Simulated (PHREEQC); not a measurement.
PHREEQC input (ion-association model, wateq4f.dat):

```
SOLUTION 1
  temp 20
  units mol/kgw
  pH 7 charge
  F 0.093
  Cs 0.082
  Cl 0.0044
SOLUTION 2
  temp 20
  units mol/kgw
  pH 7 charge
  F 0.053
  K 0.018
  Cl 0.00044
END
SELECTED_OUTPUT 1
  -reset false
  -pH true
  -pe true
  -ionic_strength true
  -water true
  -totals Cl Cs F K
  -molalities H+ Cl- Cs+ F- K+ O2 OH- HF HF2- H2F2
PRINT
  -reset false
MIX 1
  1 1
  2 0
EQUILIBRIUM_PHASES 1
  O2(g) -0.68 10
END
# ... the last block is repeated for the other 10 points of share of solution B
```

Selected output (columns that matter, 11 of 11 rows; share of solution B added in front):

```
share of solution B	pH	mu	Cl	Cs	F	K	m_H+	m_Cl-	m_Cs+	m_F-	m_K+	m_OH-	m_HF	m_HF2-
0	3.841	0.082173	0.0044	0.082	0.093	0	0.00017281	0.0044	0.082	0.07462	0	6.0342e-11	0.011268	0.0031529
0.1	3.7508	0.075812	0.004004	0.0738	0.089	0.0018	0.00021186	0.004004	0.0738	0.068512	0.0018	4.8666e-11	0.012849	0.0032962
0.2	3.6638	0.069458	0.003608	0.0656	0.085	0.0036	0.00025776	0.003608	0.0656	0.062474	0.0036	3.952e-11	0.014453	0.0033758
0.3	3.5783	0.063112	0.003212	0.0574	0.081	0.0054	0.00031235	0.003212	0.0574	0.056509	0.0054	3.2191e-11	0.016075	0.0033914
0.4	3.493	0.056778	0.002816	0.0492	0.077	0.0072	0.00037825	0.002816	0.0492	0.050619	0.0072	2.621e-11	0.017715	0.0033428
0.5	3.4062	0.050459	0.00242	0.041	0.073	0.009	0.00045929	0.00242	0.041	0.044809	0.009	2.1257e-11	0.019367	0.0032304
0.6	3.3165	0.044161	0.002024	0.0328	0.069	0.0108	0.00056121	0.002024	0.0328	0.039083	0.0108	1.7105e-11	0.021026	0.0030546
0.7	3.2217	0.037893	0.001628	0.0246	0.065	0.0126	0.00069318	0.001628	0.0246	0.033449	0.0126	1.3591e-11	0.022685	0.0028164
0.8	3.1192	0.031671	0.001232	0.0164	0.061	0.0144	0.00087061	0.001232	0.0164	0.027921	0.0144	1.0595e-11	0.02433	0.0025178
0.9	3.0052	0.025521	0.000836	0.0082	0.057	0.0162	0.0011213	0.000836	0.0082	0.022523	0.0162	8.0298e-12	0.025938	0.0021622
1	2.8739	0.0195	0.00044	0	0.053	0.018	0.0015002	0.00044	0	0.017304	0.018	5.8352e-12	0.027464	0.0017565
```

Complexes and solids missing from the database can't appear. wateq4f.dat counts part of the HF as a dimer, H2F2, which phreeqc.dat doesn't know; its constant is uncertain.
